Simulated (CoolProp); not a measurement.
The numbers come from the reference Helmholtz-energy equation of state, Thol 2019 in CoolProp.

Question: For n-hexane, give the phase and the cv (kJ/(kg K)), isothermal compressibility (1/MPa), Prandtl number at 32.55 °C and 102 kPa.

Answer: 
- 32.55 °C and 102 kPa: liquid; cv 1.78, isothermal compressibility 0.00183, Prandtl number 5.42

Viscosity comes from a separate model (Michailidou 2013). Thermal conductivity comes from a separate model (Assael 2013).
